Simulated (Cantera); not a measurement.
Input: 1 mol Ti(NMe₂)₄, 0.097 mol C₃H₈, 160 mol H₂, 0.068 mol O₂, held at 1675 K.

These are equilibrium values from Cantera (NASA tables, ideal gas, pure condensed phases), not measurements of a reactor. Candidate condensed phases: C, C₆H₆, C₇H₈, C₈H₁₈, H₂O, Ti, TiC, TiN, TiO, TiO₂, Ti₂O₃, Ti₃O₅, Ti₄O₇; 139 gas species. The feed counts by its element totals alone. TiC: taken at fixed stoichiometry. The numbers say what is thermodynamically allowed, not how fast it happens.

x: gas mole fraction; n: condensed amount in mol.

```tsv
P (Pa)	x H₂	x H	x N₂	x CH₄	x CO	n C(graphite)	n TiC(s)
10	0.976	0.0115	0.0112	[?]	0.000775	7.07	1.000
28	0.981	0.00687	0.0112	[?]	0.000777	7.07	1.00
77	0.983	0.00415	0.0113	[?]	0.000778	7.07	1.00
220	0.985	0.00246	0.0113	[?]	0.000778	7.07	1.00
600	0.986	0.00149	0.0113	[?]	0.000779	7.07	1.00
1700	0.987	0.000885	0.0113	[?]	0.000779	7.07	1.00
4600	0.987	0.000538	0.0113	[?]	0.000779	7.07	1.00
13000	0.987	0.000320	0.0113	[?]	0.000779	7.05	1.00
36000	0.987	0.000192	0.0113	[?]	0.000779	7.00	1.00
100000	0.986	0.000115	0.0113	[?]	0.000780	6.87	1.00
```

**Question.** Fill in the missing entries.

**Answer.** 
- 10, x CH₄: 1.15e-7
- 28, x CH₄: 3.24e-7
- 77, x CH₄: 8.97e-7
- 220, x CH₄: 2.57e-6
- 600, x CH₄: 7.03e-6
- 1700, x CH₄: 1.99e-5
- 4600, x CH₄: 5.40e-5
- 13000, x CH₄: 0.000153
- 36000, x CH₄: 0.000422
- 100000, x CH₄: 0.00117
